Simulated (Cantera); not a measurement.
A diamond (100) surface in a fixed gas of H2 with x(CH4) = 0.0072, x(H) = 0.018, x(CH3) = 0.00061, at 1025 K; coverages are run to steady state.

Cantera simulation using the Harris–Goodwin 1993 mechanism for the reconstructed diamond (100) surface; the numbers are that mechanism's predictions, not measurements.

θ: site fractions in the mechanism's names (c6HH fully hydrogenated, c6H* and c6*H radical sites, c6** diradical, c6HM methylated).

```tsv
P (Pa)	growth (µm/h)	θ c6HH	θ c6H*	θ c6*H	θ c6**	θ c6HM
910	(withheld)	0.563	0.0202	0.385	0.0113	0.0148
1600	(withheld)	0.562	0.0202	0.385	0.0113	0.0154
2800	(withheld)	0.562	0.0202	0.384	0.0113	0.0158
5000	(withheld)	0.562	0.0203	0.384	0.0113	0.0160
8900	(withheld)	0.561	0.0204	0.384	0.0113	0.0162
16000	(withheld)	0.561	0.0207	0.384	0.0114	0.0163
28000	(withheld)	0.561	0.0211	0.383	0.0114	0.0163
49000	(withheld)	0.561	0.0219	0.382	0.0116	0.0164
```

Question: What belongs in the gaps?

Answer: 
- 910, growth (µm/h): 2.92
- 1600, growth (µm/h): 5.34
- 2800, growth (µm/h): 9.57
- 5000, growth (µm/h): 17.3
- 8900, growth (µm/h): 31.1
- 16000, growth (µm/h): 56.3
- 28000, growth (µm/h): 99.1
- 49000, growth (µm/h): 175
